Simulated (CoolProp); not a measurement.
The fluid at 506.55 K and 0.403 MPa flows at 20 m/s in a round tube of 100 mm bore and 15 µm roughness, fully developed (64/Re and Nu = 3.66 if laminar; Colebrook and Gnielinski if turbulent). The same conditions are run with several fluids, on thermodynamics alone (safety and materials aside).

Values from CoolProp's reference Helmholtz-energy equation of state of each fluid (isobutane: Bücker 2006; normal hydrogen: Leachman 2009; toluene: Lemmon 2006; n-hexane: Thol 2019; dry air: Lemmon 2000). Blends and air are pseudo-pure fits.

```json
[
 {"fluid": "isobutane", "Reynolds number": "915000", "Darcy friction factor": "(withheld)", "pressure drop (Pa/m)": "161", "heat-transfer coefficient (W/(m² K))": "(withheld)", "mass flow (kg/h)": "3200"},
 {"fluid": "normal hydrogen", "Reynolds number": "30000", "Darcy friction factor": "0.0239", "pressure drop (Pa/m)": "(withheld)", "heat-transfer coefficient (W/(m² K))": "(withheld)", "mass flow (kg/h)": "109"},
 {"fluid": "toluene", "Reynolds number": "1620000", "Darcy friction factor": "0.0137", "pressure drop (Pa/m)": "258", "heat-transfer coefficient (W/(m² K))": "687", "mass flow (kg/h)": "5320"},
 {"fluid": "n-hexane", "Reynolds number": "1620000", "Darcy friction factor": "0.0137", "pressure drop (Pa/m)": "238", "heat-transfer coefficient (W/(m² K))": "844", "mass flow (kg/h)": "4900"},
 {"fluid": "dry air", "Reynolds number": "202000", "Darcy friction factor": "0.0167", "pressure drop (Pa/m)": "92.6", "heat-transfer coefficient (W/(m² K))": "136", "mass flow (kg/h)": "1570"}
]
```

Q: Complete the blanks.

A: 
- isobutane, Darcy friction factor: 0.0142
- isobutane, heat-transfer coefficient (W/(m² K)): 585
- normal hydrogen, pressure drop (Pa/m): 9.20
- normal hydrogen, heat-transfer coefficient (W/(m² K)): 191

Transport values come from each fluid's own correlations.
